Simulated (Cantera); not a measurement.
An isothermal, constant-pressure homogeneous reactor starts with 63.3 % NH3, 36.7 % H2, at 2350 K and 0.178 atm.

Model: the gas-phase N/H chemistry of the illustrative SiF4/NH3 mechanism in the Surface Chemkin manual (1991), integrated in Cantera. Walls and surfaces, which speed up NH3 decomposition in real reactors, are not modelled.

One state of this run: x NH3 = 0.0298; x H2 = 0.781; x N = 1.09e-5; x N2H2 = 5.84e-7; x N2 = 0.184; x NH2 = 0.000496; x N2H4 = 1.86e-9. x: mole fraction; the columns are a selection and need not sum to one.

### Question
Which value of t (s) does it belong to?
(A) 0.190
(B) 0.0253
(C) 80.0
(D) 0.00337

### Answer
B, 0.0253
